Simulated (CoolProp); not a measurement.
R125 at 394.4 K and 0.335 MPa flows at 0.67 m/s in a round tube of 10 mm bore and 15 µm roughness, fully developed (64/Re and Nu = 3.66 if laminar; Colebrook and Gnielinski if turbulent). Each further row changes one setting.

The numbers come from the reference Helmholtz-energy equation of state, Lemmon 2005 in CoolProp.

| case | Reynolds number | Darcy friction factor | pressure drop (Pa/m) | heat-transfer coefficient (W/(m² K)) | mass flow (kg/h) |
|---|---|---|---|---|---|
| as stated | 4950 | 0.0391 | 11.0 | 36.8 | 2.37 |
| velocity 1.34 m/s | 9890 | 0.0332 | ? | 69.3 | ? |
| diameter 20 mm | 9890 | ? | ? | 33.4 | 9.47 |

Complete the blanks.


- velocity 1.34 m/s, pressure drop (Pa/m): 37.2
- velocity 1.34 m/s, mass flow (kg/h): 4.73
- diameter 20 mm, Darcy friction factor: 0.0321
- diameter 20 mm, pressure drop (Pa/m): 4.50

Viscosity comes from a separate model (Huber 2006). Thermal conductivity comes from a separate model (Perkins 2006).
